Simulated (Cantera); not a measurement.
What does this Cantera script print?

```python
import numpy as np
import cantera as ct

gas_names = """
    PbO O
""".split()
cond_names = """
    Pb(cr) Pb(L)
""".split()


# ... load() reads the species with a 1 bar reference pressure and builds the phases ...
species = {s.name: s for s in load("nasa_gas.yaml", gas_names) + load("nasa_condensed.yaml", cond_names)}
# Each term lists the table entries of one substance; the one whose range holds T is used.
reactions = {
    'PbO(g) = Pb + O(g)':
        [(-1, ['PbO']), (1, ['Pb(cr)', 'Pb(L)']), (1, ['O'])],
}


def pick(names, T):
    return next(species[n] for n in names if species[n].thermo.min_temp <= T <= species[n].thermo.max_temp)


results = []
for label, terms in reactions.items():
    print(label)
    print("     T/K   dH/kJ  dS/(J/K)   dG/kJ   log10 K")
    for T in [300, 850, 900, 950, 1000, 1050, 1100, 1150]:
        used = [(nu, pick(names, T)) for nu, names in terms]
        dH = sum(nu * s.thermo.h(T) for nu, s in used) / 1e6
        dS = sum(nu * s.thermo.s(T) for nu, s in used) / 1e3
        dG = dH - T * dS / 1e3
        logK = -dG * 1e6 / (ct.gas_constant * T * np.log(10))
        results.append((label, T, dH, dS, dG, logK, [s.name for _, s in used]))
        print(f"{T:8g} {dH:8.1f} {dS:8.1f} {dG:8.1f} {logK:8.2f}")
```

It prints:

```
PbO(g) = Pb + O(g)
     T/K   dH/kJ  dS/(J/K)   dG/kJ   log10 K
     300    178.9    -14.1    183.1   -31.89
     850    192.0      9.7    183.8   -11.29
     900    192.7     10.5    183.3   -10.64
     950    193.4     11.2    182.7   -10.05
    1000    194.0     11.9    182.1    -9.51
    1050    194.7     12.5    181.5    -9.03
    1100    195.3     13.1    180.9    -8.59
    1150    196.0     13.7    180.2    -8.19
```

Standard-state values (1 bar) from the NASA 1993 polynomials, evaluated with Cantera. Condensed species are held in their standard states even where they would react or evaporate.
